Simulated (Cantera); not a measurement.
Feed: 1 mol CF4, 0.67 mol F2, 0.17 mol H2, held at 1.60 Pa.

Method: chemical equilibrium by Gibbs-energy minimisation in Cantera with the NASA 1993 tables (ideal gas, pure condensed phases). Candidate condensed phases: C, C6H6, C7H8, C8H18; 95 gas species. The numbers say what is thermodynamically allowed, not how fast it happens.

**Question.** Which condensed phases are stable at each of these points (T (K)): 2125, 2275, 2425, 2575, 2725, 2875, 3025, 3175, 3325, 3475?

**Answer.** 
```
T (K)  condensed phases  C condensed (%)
-----  ----------------  ---------------
2125        C(graphite)             79.8
2275        C(graphite)             86.9
2425        C(graphite)             68.1
2575           gas only              0.0
2725           gas only              0.0
2875           gas only              0.0
3025           gas only              0.0
3175           gas only              0.0
3325           gas only              0.0
3475           gas only              0.0
```

From 2125 K to 2425 K the condensed part is C(graphite). From 2575 K to 3475 K nothing is condensed.
